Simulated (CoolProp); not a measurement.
Saturation properties of n-dodecane (Tc = 385.0 °C, pc = 1818 kPa, ω = 0.574).

Values from CoolProp's reference Helmholtz-energy equation of state, Lemmon 2004. It is a short technical equation, of lower accuracy than the large ones.

```
T (°C)  p (kPa)  liquid density (kg/m³)  vapour density (kg/m³)
------  -------  ----------------------  ----------------------
133.05    8.257                   664.4                  0.4213
137.45    9.742                   661.0                  0.4925
141.75    11.40                   657.6                  0.5713
146.15    13.33                   654.1                  0.6624
150.45    15.48                   650.6                  0.7626
154.85    17.96                   647.1                  0.8776
159.15    20.69                   643.6                   1.003
163.55    23.83                   640.0                   1.147
167.85    27.26                   636.4                   1.302
172.25    31.17                   632.7                   1.479
176.65    35.53                   629.1                   1.675
180.95    40.25                   625.4                   1.886
185.35    45.60                   621.6                   2.124
189.65    51.36                   617.9                   2.379
194.05    57.84                   614.1                   2.665
```

It boils at 216.3 °C under 1 atm.
